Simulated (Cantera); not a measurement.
A closed system holds: 1 mol MgCl₂, a varied amount of H₂, held at 973.15 K and 4.80 mbar.

Cantera equilibrium calculation (NASA polynomials, part measured and part estimated; ideal gas, pure solids and liquids). Candidate condensed phases: Mg, MgCl₂; 10 gas species. Rates play no part.

At 22 mol H₂, list the 4 most abundant gas species with their mole fractions, and the condensed phases.

H₂ 0.980, MgCl₂ 0.0194, HCl 7.41e-5, Mg 3.68e-5. Condensed: MgCl₂(s).
